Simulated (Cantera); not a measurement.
What does this Cantera script print?

```python
import numpy as np
import cantera as ct

gas = ct.Solution("h2o2.yaml")
gas.TPX = 373, 640000, {'H2': 1, 'O2': 0.455, 'N2': 2.18}
flame = ct.FreeFlame(gas, width=0.011)
flame.set_refine_criteria(ratio=3, slope=0.08, curve=0.16)
flame.transport_model = "mixture-averaged"
flame.solve(loglevel=0, auto=True)
flame.transport_model = "multicomponent"
flame.soret_enabled = False
flame.solve(loglevel=0, refine_grid=True)
z, T = flame.grid, flame.T
thick = (T[-1] - T[0]) / np.gradient(T, z).max()
show = ['H2', 'O2', 'HO2', 'H2O2', 'O', 'OH']
print(f"laminar burning velocity  {flame.velocity[0] * 100:.3f} cm/s")
print(f"burnt temperature         {T[-1]:.1f} K")
print(f"thermal thickness         {thick * 1e3:.4f} mm")
print(f"grid points               {len(z)}")
z0 = z[flame.heat_release_rate.argmax()]
print(f"{'z/mm':>9s}{'T/K':>9s}{'u/(m/s)':>9s}" + "".join(f"{s:>11s}" for s in show))
rows = []
for k in (-3, -2, -1.5, -1, -0.5, -0.25, 0, 0.25, 0.5, 1, 2, 4, 8):
    zz = z0 + k * thick
    rows.append([k * thick, np.interp(zz, z, T), np.interp(zz, z, flame.velocity),
                 *(np.interp(zz, z, flame.X[gas.species_index(s)]) for s in show)])
    print(f"{rows[-1][0] * 1e3:9.3f}{rows[-1][1]:9.1f}{rows[-1][2]:9.3f}" + "".join(f"{x:11.3e}" for x in rows[-1][3:]))
```

Result:

```
laminar burning velocity  198.897 cm/s
burnt temperature         2271.1 K
thermal thickness         0.0422 mm
grid points               112
     z/mm      T/K  u/(m/s)         H2         O2        HO2       H2O2          O         OH
   -0.127    373.0    1.989  2.750e-01  1.252e-01  7.437e-10  1.998e-10  4.585e-11  2.087e-13
   -0.084    373.1    1.988  2.745e-01  1.253e-01  2.795e-08  7.704e-09  9.779e-10  4.986e-12
   -0.063    373.6    1.987  2.732e-01  1.255e-01  2.317e-07  6.440e-08  5.793e-09  4.544e-11
   -0.042    378.6    1.998  2.666e-01  1.266e-01  5.026e-06  1.402e-06  6.637e-08  6.114e-09
   -0.021    491.2    2.485  2.278e-01  1.292e-01  4.048e-04  7.680e-05  4.568e-06  1.566e-05
   -0.011    851.8    4.160  1.773e-01  1.153e-01  9.591e-04  1.638e-04  1.677e-04  6.794e-04
    0.000   1295.8    6.206  1.198e-01  8.230e-02  4.293e-04  5.073e-05  1.323e-03  1.901e-03
    0.011   1595.7    7.590  7.450e-02  4.720e-02  1.972e-04  6.044e-06  2.778e-03  4.308e-03
    0.021   1765.9    8.373  5.054e-02  2.600e-02  9.487e-05  3.320e-06  3.191e-03  6.704e-03
    0.042   1930.2    9.109  3.633e-02  1.204e-02  3.687e-05  1.930e-06  2.707e-03  8.595e-03
    0.084   2062.2    9.676  3.097e-02  6.681e-03  1.672e-05  1.111e-06  1.586e-03  7.926e-03
    0.169   2153.6   10.053  2.698e-02  3.783e-03  7.576e-06  6.678e-07  7.474e-04  6.056e-03
    0.338   2210.7   10.281  2.367e-02  1.904e-03  2.979e-06  3.782e-07  3.151e-04  4.204e-03
```

Model: the H2/O2 subset of GRI-Mech 3.0, which has no nitrogen chemistry, integrated in Cantera. The hydrogen kinetics of GRI-Mech 3.0 are dated; newer H2 mechanisms differ, most at raised pressure. Burning velocities carry a grid error of a few per cent, more on coarse grids.
